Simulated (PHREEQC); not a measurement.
## Buffer

Solution (63 °C): 1.7 mmol/kgw HF and 27 mmol/kgw Na2HPO4. Closed to the air; pH follows from the charge balance.

Model: ion-association model, wateq4f.dat, run in PHREEQC.

This is a speciation only: nothing precipitates in the calculation.

What pH does the model give?

pH 7.96.

In which forms is F present?

F- 98 %, NaF 1.8 % of the F.

H3PO4, which wateq4f.dat lacks, is added to it with the constant of phreeqc.dat. At this temperature some constants are extrapolated from 25 °C, and those without enthalpy data are left unchanged.
